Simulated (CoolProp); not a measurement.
Aqueous sodium chloride as a coolant, at 27 °C, 1 atm.

Computed with CoolProp (Melinder's fits for secondary coolants).

```
mass %  freezing point (°C)  density (kg/m³)  Prandtl number  conductivity (W/(m K))  viscosity (mPa s)
------  -------------------  ---------------  --------------  ----------------------  -----------------
2.8                    -1.7             1016            5.90                   0.607                  …
4.3                    -2.6                …            5.98                   0.606              0.913
5.7                    -3.5                …            6.05                   0.604              0.937
7.1                    -4.4                …            6.14                   0.603              0.963
8.6                    -5.5             1058            6.24                   0.601              0.992
10                     -6.6             1068            6.35                   0.600               1.02
11.5                   -7.8             1079            6.48                   0.598               1.05
12.9                   -8.9             1089            6.61                   0.597               1.09
14.3                      …             1100            6.76                   0.595               1.12
15.8                  -11.7             1112            6.95                       …                  …
17.2                  -13.2             1122            7.14                   0.592               1.21
```

### Question
Complete the blanks.

### Answer

- 2.8, viscosity (mPa s): 0.888
- 4.3, density (kg/m³): 1027
- 5.7, density (kg/m³): 1037
- 7.1, density (kg/m³): 1047
- 14.3, freezing point (°C): -10.2
- 15.8, conductivity (W/(m K)): 0.594
- 15.8, viscosity (mPa s): 1.17
